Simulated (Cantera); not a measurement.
Input: 1 mol B, 16 mol H₂O, 150 mol H₂, at 0.100 bar.

These are equilibrium values from Cantera (NASA tables, ideal gas, pure condensed phases), not measurements of a reactor. Candidate condensed phases: B, B₂O₃, B₃O₃H₃, H₂O; 23 gas species. Gases not in the tables: H₃BO₃. The numbers say what is thermodynamically allowed, not how fast it happens.

log p: log10 of the partial pressure in bar; n: condensed amount in mol.

```tsv
T (K)	log p H₂	log p H₂O	log p HBO₂	log p H	log p (HBO₂)₃	log p HBO	log p B₂O₃	n B₂O₃(l)
950	-1.04	-2.06	-6.09	(withheld)	-4.53	-10.69	-12.57	0.426
1050	-1.04	-2.06	-5.18	(withheld)	-4.75	-9.16	-10.49	0.450
1150	-1.04	-2.06	-4.43	(withheld)	-4.94	-7.91	-8.78	0.441
1250	-1.04	-2.06	-3.82	(withheld)	-5.11	-6.87	-7.36	0.353
1350	-1.04	-2.07	-3.30	(withheld)	-5.26	-5.98	-6.15	0.0649
1450	-1.04	-2.08	-3.23	(withheld)	-6.51	-5.59	-5.87	0
1550	-1.04	-2.07	-3.23	(withheld)	-7.78	-5.33	-5.76	0
1650	-1.04	-2.07	-3.23	(withheld)	-8.90	-5.09	-5.66	0
1750	-1.04	-2.07	-3.24	(withheld)	-9.88	-4.89	-5.57	0
1850	-1.04	-2.07	-3.24	(withheld)	-10.76	-4.71	-5.50	0
```

**Question.** Fill in the missing entries.

**Answer.** 
- 950, log p H: -9.77
- 1050, log p H: -8.61
- 1150, log p H: -7.65
- 1250, log p H: -6.84
- 1350, log p H: -6.14
- 1450, log p H: -5.54
- 1550, log p H: -5.02
- 1650, log p H: -4.56
- 1750, log p H: -4.15
- 1850, log p H: -3.79
